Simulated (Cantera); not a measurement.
**Equilibrium for metals in furnace atmospheres: Pb + NH₃ + CO + O₂**

Feed: 1 mol Pb, 0.47 mol NH₃, 98 mol CO, 0.85 mol O₂, held at 1.13 Torr.

These are equilibrium values from Cantera (NASA tables, ideal gas, pure condensed phases), not measurements of a reactor. Candidate condensed phases: C, C₆H₆, C₇H₈, C₈H₁₈, H₂O, Pb, PbO, PbO₂, Pb₃O₄; 139 gas species. The numbers say what is thermodynamically allowed, not how fast it happens.

```csv
T (K),log p CO,log p CO₂,log p Pb,log p H₂,log p N₂,log p H,log p H₂O,n Pb(l)
973,-2.84,-4.59,-5.06,-4.98,-5.45,-11.46,-6.94,0.420
1073,-2.84,-4.60,-4.82,-4.98,-5.45,-10.34,-6.77,0
1173,-2.84,-4.60,-4.82,-4.99,-5.45,-9.42,-6.64,0
1273,-2.84,-4.60,-4.82,-4.99,-5.45,-8.64,-6.53,0
1373,-2.84,-4.60,-4.82,-4.99,-5.45,-7.97,-6.44,0
1473,-2.84,-4.60,-4.82,-4.99,-5.45,-7.40,-6.36,0
1573,-2.84,-4.60,-4.82,-5.00,-5.45,-6.89,-6.30,0
1673,-2.84,-4.60,-4.82,-5.01,-5.45,-6.45,-6.25,0
1773,-2.84,-4.60,-4.82,-5.02,-5.45,-6.06,-6.22,0
1873,-2.84,-4.60,-4.82,-5.05,-5.45,-5.71,-6.20,0
```
log p: log10 of the partial pressure in bar; n: condensed amount in mol.

At 973 K the condensed part is Pb(l). From 1073 K to 1873 K nothing is condensed. The main Pb-bearing gas is Pb throughout.
